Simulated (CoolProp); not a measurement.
A single-stage vapour-compression cycle with R507A: evaporating at 220.15 K (dew point), condensing at 246.15 K (bubble point), superheat 0 K, subcooling 5 K, compressor efficiency 0.7, no pressure losses. Each further row changes one setting.

Values from CoolProp's reference Helmholtz-energy equation of state, Lemmon 2003. It is a pseudo-pure fit of the blend.

| case | cooling COP | pressure ratio | discharge temperature (K) | refrigerating effect (kJ/kg) | volumetric capacity (kJ/m³) |
|---|---|---|---|---|---|
| as stated | 5.52 | 3.24 | 265.1 | 175 | 728 |
| evaporating temperature 225.15 K | 7.13 | … | 260.8 | 178 | … |
| condensing temperature 241.15 K | … | … | 257.1 | 181 | 754 |
| subcooling 10 K | 5.72 | 3.24 | 265.1 | 181 | 754 |
| superheat 10 K | 5.48 | 3.24 | 275.8 | 182 | 722 |
| compressor efficiency 0.6 | 4.73 | 3.24 | 271.2 | 175 | 728 |

Task: Some entries are withheld; supply them.

Result: 
- evaporating temperature 225.15 K, pressure ratio: 2.52
- evaporating temperature 225.15 K, volumetric capacity (kJ/m³): 937
- condensing temperature 241.15 K, cooling COP: 6.98
- condensing temperature 241.15 K, pressure ratio: 2.64
